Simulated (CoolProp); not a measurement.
Vapour-liquid equilibrium of cyclopropane (1) + R134a (2) at 1.62 MPa; x and y are mole fractions of (1).

Model: multi-fluid Helmholtz-energy mixture model, Polt 1992 and Tillner-Roth 1994; pair parameters Bell 2016, in CoolProp. This equation is an older, rougher fit; its heat capacities, sound speeds and derivatives of the liquid may be far off and weren't checked against measurements.

**Question.** Give the bubble temperature and the first vapour's composition at x = 0.275, 0.425, 0.5. Is there an azeotrope?

**Answer.** x = 0.275: 48.7 °C, y = 0.359; x = 0.425: 46.9 °C, y = 0.469; x = 0.5: 46.6 °C, y = 0.514. y crosses x between x = 0.5 and 0.575: the model has an azeotrope there.

The pair parameters rest on a limited set of measurements; away from them the model extrapolates.
